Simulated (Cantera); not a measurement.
Input: 1 mol SO2, 9 mol H2O, 1.3 mol N2, equilibrated at 1723.15 K and 0.150 bar.

Method: chemical equilibrium by Gibbs-energy minimisation in Cantera with the NASA 1993 tables (ideal gas, pure condensed phases). Candidate condensed phases: H2O, H2SO4, S; 35 gas species. Equilibrium is a limit: real reactors are often held back by kinetics, nucleation or transport.

Base state: H2O 0.793, N2 0.115, SO2 0.0883, H2 0.00185, O2 0.000797, OH 0.000477, NO 7.45e-5, SO 6.51e-5 (mole fractions); condensed: gas only.

What changes in the equilibrium state with this change: pressure from 0.150 bar to 60.0 Pa?


```
species    before     after
-------  --------  --------
H2O         0.793     0.777
N2          0.115     0.114
SO2        0.0883    0.0874
H2        0.00185    0.0113
O2       0.000797   0.00513
O         4.15e-6  0.000166
H         2.03e-5  0.000793
```

What changes in the equilibrium state with this change: temperature from 1723.15 K to 1875 K?


```csv
species,before,after
H2O,0.793,0.789
N2,0.115,0.115
SO2,0.0883,0.0880
H2,0.00185,0.00476
O2,0.000797,0.00203
O,4.15e-6,2.80e-5
H,2.03e-5,0.000117
SO,6.51e-5,0.000224
```
